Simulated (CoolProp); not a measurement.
Model: reference Helmholtz-energy equation of state, Thol 2017, in CoolProp.

### Question
Give the vapour pressure (kPa), liquid density (kg/m³), vapour density (kg/m³), enthalpy of vaporisation (kJ/kg) of saturated octamethyltrisiloxane (MDM) at 513.9 K.

### Answer
| T (K) | p (kPa) | liquid density (kg/m³) | vapour density (kg/m³) | enthalpy of vaporisation (kJ/kg) |
|---|---|---|---|---|
| 513.9 | 641 | 537 | 49.9 | 101 |
